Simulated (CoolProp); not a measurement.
Vapour-liquid equilibrium of R22 (1) + acetone (2) at 0.483 MPa; x and y are mole fractions of (1).

The numbers come from the multi-fluid Helmholtz-energy mixture model, Kamei 1995 and Lemmon 2006; pair parameters Bell 2016 in CoolProp.

| x | bubble temperature (K) | y at the bubble point | dew temperature at overall composition x (K) | liquid density (mol/L) |
|---|---|---|---|---|
| 0.05 | 367.7 | 0.334 | 381.4 | 12.09 |
| 0.2 | 341.0 | 0.714 | 374.6 | 12.81 |
| 0.35 | ? | 0.856 | 366.9 | 13.35 |
| 0.5 | 309.8 | 0.936 | 357.8 | 13.87 |
| 0.65 | 295.5 | 0.979 | 346.7 | ? |
| 0.8 | 283.0 | 0.995 | 332.0 | 14.79 |
| 0.95 | 274.2 | 1.000 | ? | 14.92 |

**Question.** Complete the blanks.

**Answer.** 
- 0.35, bubble temperature (K): 324.7
- 0.65, liquid density (mol/L): 14.38
- 0.95, dew temperature at overall composition x (K): 306.2

No azeotrope shows between x = 0.05 and 0.95.

The pair parameters rest on a limited set of measurements; away from them the model extrapolates. With so large a gap from Raoult's law the liquid may split in two, which this calculation doesn't test in full.
